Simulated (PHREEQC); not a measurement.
PHREEQC input (ion-association model, wateq4f.dat):

```
SOLUTION_MASTER_SPECIES
  An  An-  0  An  62.0  # stands for a non-complexing anion
SOLUTION_SPECIES
  An- = An-
    -log_k 0
    -gamma 3.0 0
  PO4-3 + 3H+ = H3PO4  # constants of phreeqc.dat
    -log_k 21.721
    -delta_h -10.1 kJ
PHASES
  Fix_H+
    H+ = H+
    -log_k 0
SOLUTION 1
  temp 25
  units mmol/kgw
  pH 7 charge
  P 6.3
  Na 119.9
  S(6) 6.8
  An 100
END
SELECTED_OUTPUT 1
  -reset false
  -pH true
  -pe true
  -ionic_strength true
  -water true
  -totals Na P S S(-2) S(6)
  -molalities Hfo_wOH Hfo_wOH2+ Hfo_wO- Hfo_sOH Hfo_sOH2+ Hfo_sO- Hfo_wSO4- Hfo_wOHSO4-2 Hfo_wH2PO4 Hfo_wHPO4-
    Hfo_wPO4-2
  -saturation_indices Mirabilite
USER_PUNCH 1
  -headings sigma psi
  10 PUNCH EDL("sigma", "Hfo"), EDL("psi", "Hfo")
PRINT
  -reset false
USE solution 1
SURFACE 1
  Hfo_wOH 0.00696629 600 3.1
  Hfo_sOH 0.000174157
EQUILIBRIUM_PHASES 1
  Fix_H+ -4 HAn 10
    -force_equality true
  O2(g) -0.68 10
END
# ... the last block is repeated for the other 12 points of pH, with NaOH or the acid as the point needs
```

Selected output (columns that matter, 13 of 13 rows; pH added in front):

```
pH	mu	Na	P	S	m_Hfo_wOH	m_Hfo_wOH2+	m_Hfo_wO-	m_Hfo_sOH	m_Hfo_sOH2+	m_Hfo_sO-	m_Hfo_wSO4-	si_Mirabilite	sigma	psi
4	0.12472	0.11989	0.00010544	0.0067418	1.3391e-06	0.00071285	5.7629e-11	3.2651e-07	0.00017381	1.4051e-11	5.7248e-05	-3.696	0.028824	0.033353
4.67	0.12453	0.11989	0.00015617	0.006779	3.9036e-06	0.00079826	4.373e-10	8.4741e-07	0.00017329	9.4931e-11	2.0032e-05	-3.692	0.015057	0.018298
5.33	0.12436	0.11989	0.00028186	0.0067948	8.9717e-06	0.00093469	1.9728e-09	1.6556e-06	0.00017248	3.6405e-10	4.34e-06	-3.6905	-0.0027548	-0.0034188
6	0.12421	0.11989	0.00052229	0.0067984	2.0769e-05	0.0011668	8.4686e-09	3.0453e-06	0.00017109	1.2417e-09	8.5242e-07	-3.69	-0.022914	-0.027188
6.67	0.12427	0.11989	0.00093667	0.0067991	5.6106e-05	0.0015465	4.663e-08	6.0963e-06	0.00016804	5.0667e-09	2.1454e-07	-3.6901	-0.045131	-0.048528
7.33	0.12477	0.11989	0.0015627	0.0067993	0.00018931	0.0020391	4.0263e-07	1.4791e-05	0.00015932	3.1459e-08	8.8573e-08	-3.6911	-0.065177	-0.063431
8	0.12546	0.11989	0.0023104	0.0067994	0.00069008	0.0022817	4.7812e-06	4.0373e-05	0.00013349	2.7973e-07	4.8005e-08	-3.6925	-0.080514	-0.072724
8.67	0.12825	0.12196	0.0032691	0.0067993	0.001969	0.00192	4.6256e-05	8.713e-05	8.4965e-05	2.0469e-06	2.1036e-08	-3.6837	-0.09726	-0.080989
9.33	0.1316	0.12457	0.0043464	0.0067991	0.0036519	0.0010771	0.00028365	0.00012687	3.7417e-05	9.854e-06	6.1072e-09	-3.6726	-0.11727	-0.08931
10	0.13473	0.12702	0.0052592	0.006799	0.0043854	0.00037975	0.0011602	0.00012888	1.116e-05	3.4094e-05	1.1304e-09	-3.6622	-0.14026	-0.097459
10.67	0.13867	0.13005	0.0059707	0.0067988	0.0036585	0.00010678	0.0028716	9.5985e-05	2.8014e-06	7.534e-05	1.2632e-10	-3.6494	-0.18016	-0.10915
11.33	0.14614	0.1354	0.006248	0.0067984	0.002287	2.6041e-05	0.0046011	5.7592e-05	6.5578e-07	0.00011587	9.4724e-12	-3.6274	-0.24856	-0.12401
12	0.16513	0.15011	0.0062936	0.006798	0.00093646	3.3373e-06	0.0060199	2.3427e-05	8.3486e-08	0.0001506	5.3642e-13	-3.5698	-0.3205	-0.13381
```

Species that the database lacks are ignored. H3PO4, which wateq4f.dat lacks, is added to it with the constant of phreeqc.dat.
